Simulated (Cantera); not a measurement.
An isothermal, constant-pressure homogeneous reactor starts with N2O : N2 = 1 : 2.9 (molar parts), at 1075 K and 0.132 atm.

Detailed kinetics in Cantera: GRI-Mech 3.0 (53 species, 325 reactions). GRI-Mech 3.0 was tuned for natural gas; its chemistry of N2O as a main component is partial and can be far from experiment. The mechanism lacks the step 2 NO + O2 → 2 NO2, which can matter for NO2 below about 1400 K. The temperature is held fixed by assumption; the heat of reaction is taken as removed at once.

### Question
Predict: x(N2O) at 300 s; x(NO2) at 300 s; x(O2) at 300 s; x(N2) at 300 s; x(NO) at 300 s; x(O) at 300 s.

### Answer
- x(N2O) at 300 s: 0.0462 (gas-phase equilibrium 1.57e-9)
- x(NO2) at 300 s: 2.11e-5 (gas-phase equilibrium 4.68e-7)
- x(O2) at 300 s: 0.0878 (gas-phase equilibrium 0.114)
- x(N2) at 300 s: 0.855 (gas-phase equilibrium 0.886)
- x(NO) at 300 s: 0.0107 (gas-phase equilibrium 5.28e-5)
- x(O) at 300 s: 1.45e-7 (gas-phase equilibrium 1.22e-9)
